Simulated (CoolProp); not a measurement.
Saturation properties of ammonia (Tc = 405.6 K, pc = 11360 kPa, ω = 0.256).

Computed with CoolProp (reference Helmholtz-energy equation of state, Gao 2020).

| T (K) | p (kPa) | vapour density (kg/m³) | enthalpy of vaporisation (kJ/kg) | liquid viscosity (µPa s) | liquid conductivity (mW/(m K)) |
|---|---|---|---|---|---|
| 209.7 | 17.33 | 0.1708 | 1453 | 417 | 769 |
| 220.6 | 34.99 | 0.3295 | 1424 | 342 | 730 |
| 231.5 | 65.52 | 0.5922 | 1394 | 287 | 693 |
| 242.3 | 114.5 | 0.9979 | 1362 | 246 | 657 |
| 253.2 | 190.4 | 1.607 | 1329 | 214 | 621 |
| 264.1 | 302.0 | 2.479 | 1293 | 188 | 587 |
| 275 | 459.8 | 3.689 | 1255 | 167 | 554 |
| 285.8 | 673.0 | 5.307 | 1215 | 149 | 522 |
| 296.7 | 958.6 | 7.467 | 1172 | 134 | 490 |
| 307.6 | 1329 | 10.29 | 1125 | 120 | 459 |
| 318.4 | 1794 | 13.89 | 1075 | 109 | 429 |
| 329.3 | 2378 | 18.54 | 1019 | 98.0 | 400 |
| 340.2 | 3094 | 24.51 | 957.2 | 88.4 | 371 |

It boils at 239.8 K under 1 atm.

Viscosity comes from a separate model (Fenghour 1995). Thermal conductivity comes from a separate model (Tufeu 1984).
